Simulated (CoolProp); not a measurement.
The fluid at 298.15 K and 0.055 MPa is compressed adiabatically to 0.256 MPa with isentropic efficiency 0.6. The same conditions are run with several fluids, on thermodynamics alone (safety and materials aside).

Values from CoolProp's reference Helmholtz-energy equation of state of each fluid (R123: Younglove 1994; c-C4F8 (RC318): Platzer 1990; R245fa: Akasaka 2015; hydrogen sulfide: Lemmon 2006; n-butane: Bücker 2006). The equations of Platzer and Polt are older, rougher fits.

```csv
fluid,work (kJ/kg),final temperature (K),final density (kg/m³)
R123,___,361.6,13.8
c-C4F8 (RC318),32.0,___,19.1
R245fa,48.4,354.1,12.3
hydrogen sulfide,___,513.1,___
n-butane,___,362.3,___
```

Problem. Fill in the missing entries.

Solution. 
- R123, work (kJ/kg): 42.4
- c-C4F8 (RC318), final temperature (K): 339.6
- hydrogen sulfide, work (kJ/kg): 224
- hydrogen sulfide, final density (kg/m³): 2.05
- n-butane, work (kJ/kg): 113
- n-butane, final density (kg/m³): 5.14
